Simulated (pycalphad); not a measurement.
Computed with pycalphad from the COST 507 light-alloy database (1999), at 1 atm. The database dates from 1999; later assessments differ in places, in temperatures and in the compounds included. Phase fractions are per mole of atoms. Kinetics are ignored, which matters at the lower temperatures.

**Question.** Give the equilibrium state of Ti-0.38Hf-0.16B (at.%) at 937 °C.

**Answer.** bcc, fraction 0.999, with 0.38 Hf, 0.13 B at.%; BM, fraction 0.001, with 0.02 Hf, 50.0 B at.%.

**Question.** Give the equilibrium state of Ti-0.38Hf-0.16B (at.%) at 697 °C.

**Answer.** 
```
T = 970.00 K, P = 101325 Pa, N = 1 mol of atoms
G = -43293 J/mol, H = 19464 J/mol, S = 64.70 J/(mol K)  (SER reference)
chemical potentials (J/mol): Ti -42874, Hf -96591, B -176806
phase             fraction      x(Ti)      x(Hf)       x(B)
HCP_A3              0.9989     0.9952     0.0038     0.0010
BM                  0.0011     0.4998   0.000212     0.5000
```

Database names, with the compositions (at.%) that they take in these runs: BM: Ti 50 B 50. HCP_A3 is hcp.
